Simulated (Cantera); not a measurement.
Mixture: CO : H₂ : CH₄ : O₂ : N₂ = 1 : 0.048 : 0.17 : 0.72 : 2.71 (molar parts), at 2.00 bar, adiabatic and at constant pressure. Ignition delay is the time to a rise of 400 K.

Cantera simulation using GRI-Mech 3.0 (53 species, 325 reactions); the numbers are that mechanism's predictions, not measurements.

Task: What does this change do: O2 0.72 to 0.38 parts?

Result: 
| quantity | before | after |
|---|---|---|
| delay at 1250 K | 0.954 ms | 4.14 ms |
| delay at 1450 K | 0.208 ms | 0.646 ms |
| delay at 1650 K | 65.8 µs | 0.149 ms |
| delay at 1850 K | 26.6 µs | 49.0 µs |
| delay at 2050 K | 13.2 µs | 21.7 µs |
| apparent activation energy between 1850 and 2050 K | 110 kJ/mol | 130 kJ/mol |
